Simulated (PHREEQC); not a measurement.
Make-up at 58 °C: 0.032 mol/kgw H3AsO4 and 0.12 mol/kgw NH3. Closed to the air; pH follows from the charge balance.

Model: ion-association model, wateq4f.dat, run in PHREEQC.

| quantity | before | after |
|---|---|---|
| pH | 8.40 | 2.10 |
| ionic strength (mol/kgw) | 0.0950 | 0.368 |
| NH4+ (mol/kgw) | 0.0634 | 0.240 |
| NH3 (mol/kgw) | 0.0566 | 1.01e-7 |
| HAsO4-2 (mol/kgw) | 0.0311 | 3.70e-7 |
| H2AsO4- (mol/kgw) | 0.000724 | 0.0135 |

What was changed between the two runs?
A) diluted 5-fold with water
B) H3AsO4 from 0.032 to 0.048 mol/kgw
C) NH3 from 0.12 to 0.012 mol/kgw
D) H3AsO4 replaced by Na2HAsO4 at the same molality
E) NH3 replaced by (NH4)2SiF6 at the same molality

E, NH3 replaced by (NH4)2SiF6 at the same molality

No solid was allowed to form. Some of these states are supersaturated (in Quartz (slow to form), Chalcedony (slow to form), for instance). Constants without temperature data keep their 25 °C values here. SiF6-2 is the database's only silicon fluoride.
